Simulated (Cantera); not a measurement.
Cantera run:

```python
import numpy as np
import cantera as ct

gas_names = """
    C CH CH2 CH3 CH2OH CH3O CH4 CH3OH CO CO2 COOH C2 C2H CHCO,ketyl C2H2,acetylene C2H2,vinylidene
    CH2CO,ketene C2H3,vinyl CH3CO,acetyl C2H4 C2H4O,ethylen CH3CHO,ethanal CH3COOH (HCOOH)2 C2H5 C2H6
    CH3OCH3 C2H5OH C2O C3 C3H3,propargyl C3H4,allene C3H4,propyne C3H4,cyclo- C3H5,allyl C3H6,propylene
    C3H6,cyclo- C3H6O C3H7,n-propyl C3H7,i-propyl C3H8 C3H8O,1propanol C3H8O,2propanol C3O2 C4 C4H2
    C4H4,1,3-cyclo- C4H6,butadiene C4H6,2-butyne C4H6,cyclo- C4H8,1-butene C4H8,cis2-buten
    C4H8,tr2-butene C4H8,isobutene C4H8,cyclo- (CH3COOH)2 C4H9,n-butyl C4H9,i-butyl C4H9,s-butyl
    C4H9,t-butyl C4H10,isobutane C4H10,n-butane C5 C5H6,1,3cyclo- C5H8,cyclo- C5H10,1-pentene
    C5H10,cyclo- C5H11,pentyl C5H11,t-pentyl C5H12,n-pentane C5H12,i-pentane CH3C(CH3)2CH3 C6H2
    C6H5,phenyl C6H5O,phenoxy C6H6 C6H5OH,phenol C6H10,cyclo- C6H12,1-hexene C6H12,cyclo- C6H13,n-hexyl
    C7H7,benzyl C7H8 C7H8O,cresol C7H14,1-heptene C7H15,n-heptyl C7H16,n-heptane C8H8,styrene
    C8H10,ethylbenz C8H16,1-octene C8H17,n-octyl C8H18,isooctane C8H18,n-octane C9H19,n-nonyl
    C10H8,naphthale C10H21,n-decyl C12H9,o-bipheny C12H10,bipheny Ca CaO CaOH CaO2H2 Ca2 H HCO HO2 H2
    HCHO,formaldehy HCOOH H2O H2O2 O OH O2 O3
""".split()
cond_names = """
    C(gr) C6H6(L) C7H8(L) C8H18(L),n-octa Ca(a) Ca(b) Ca(L) CaCO3(caL) CaO(s) CaO(L) CaO2H2(s) H2O(s)
    H2O(L)
""".split()


def load(file, names, dense=False):
    # The tables refer to 1 bar. Condensed volumes are neglected.
    table = {s.name: s for s in ct.Species.list_from_file(file)}
    out = []
    for n in names:
        d = dict(table[n].input_data)
        d["thermo"] = dict(d["thermo"], **{"reference-pressure": 1e5})
        if dense:
            d["equation-of-state"] = {"model": "constant-volume", "density": "1e6 g/cm^3"}
        out.append(ct.Species.from_dict(d))
    return out


gas = ct.Solution(thermo="ideal-gas", species=load("nasa_gas.yaml", gas_names))
cond = {s.name: ct.Solution(thermo="fixed-stoichiometry", species=[s], name=s.name)
        for s in load("nasa_condensed.yaml", cond_names, dense=True)}
atoms = {
    'Ca(OH)2': {'Ca': 1, 'O': 2, 'H': 2},
    'CO2': {'C': 1, 'O': 2},
}
top_T = {'C(gr)': 4500}  # K; cautious upper limits of use, not melting points


def equilibrate(T, P, feed):
    n = {}
    for name, mol in feed.items():
        for a, k in atoms[name].items():
            n[a] = n.get(a, 0.0) + k * mol
    gas.TPX = T, P, n
    mass = sum(n.values()) * gas.mean_molecular_weight
    gas.equilibrate("TP")
    valid = [c for c in cond.values() if c.min_temp <= T <= top_T.get(c.name, c.max_temp)]
    mix = ct.Mixture([(gas, mass / gas.mean_molecular_weight)] + [(c, 0.0) for c in valid])
    mix.T, mix.P = T, P
    mix.equilibrate("TP", solver="vcs", rtol=1e-11, max_steps=5000)
    return mix


results = []
feed = {'Ca(OH)2': 1, 'CO2': 2.2}  # mol
P = 130  # Pa
for T in [598, 648, 698, 748, 798, 848, 898, 948, 998, 1048]:
    mix = equilibrate(T, P, feed)
    results.append((T, P, feed, dict(zip(mix.species_names, mix.species_moles))))
    x = sorted(zip(gas.X, gas.species_names), reverse=True)
    print(f"T = {T:g} K  P = {P:g} Pa  gas = {mix.phase_moles(0):.4g} mol")
    print("   x: " + "  ".join(f"{s} {v:.3e}" for v, s in x if v > 1e-06))
    print("   condensed (mol): " + ("  ".join(f"{mix.phase(i).name} {mix.phase_moles(i):.4g}"
          for i in range(1, mix.n_phases) if mix.phase_moles(i) > 1e-12) or "none"))
```

Result:

```
T = 598 K  P = 130 Pa  gas = 2.2 mol
   x: CO2 5.455e-01  H2O 4.545e-01
   condensed (mol): CaCO3(caL) 1
T = 648 K  P = 130 Pa  gas = 2.2 mol
   x: CO2 5.455e-01  H2O 4.545e-01
   condensed (mol): CaCO3(caL) 1
T = 698 K  P = 130 Pa  gas = 2.2 mol
   x: CO2 5.455e-01  H2O 4.545e-01
   condensed (mol): CaCO3(caL) 1
T = 748 K  P = 130 Pa  gas = 2.2 mol
   x: CO2 5.455e-01  H2O 4.545e-01
   condensed (mol): CaCO3(caL) 1
T = 798 K  P = 130 Pa  gas = 2.2 mol
   x: CO2 5.455e-01  H2O 4.545e-01
   condensed (mol): CaCO3(caL) 1
T = 848 K  P = 130 Pa  gas = 3.2 mol
   x: CO2 6.875e-01  H2O 3.125e-01
   condensed (mol): CaO(s) 1
T = 898 K  P = 130 Pa  gas = 3.2 mol
   x: CO2 6.875e-01  H2O 3.125e-01
   condensed (mol): CaO(s) 1
T = 948 K  P = 130 Pa  gas = 3.2 mol
   x: CO2 6.875e-01  H2O 3.125e-01
   condensed (mol): CaO(s) 1
T = 998 K  P = 130 Pa  gas = 3.2 mol
   x: CO2 6.875e-01  H2O 3.125e-01  CO 1.128e-06
   condensed (mol): CaO(s) 1
T = 1048 K  P = 130 Pa  gas = 3.2 mol
   x: CO2 6.875e-01  H2O 3.125e-01  CO 3.419e-06  O2 2.593e-06  H2 1.844e-06
   condensed (mol): CaO(s) 1
```

These are equilibrium values from Cantera (NASA tables, ideal gas, pure condensed phases), not measurements of a reactor.
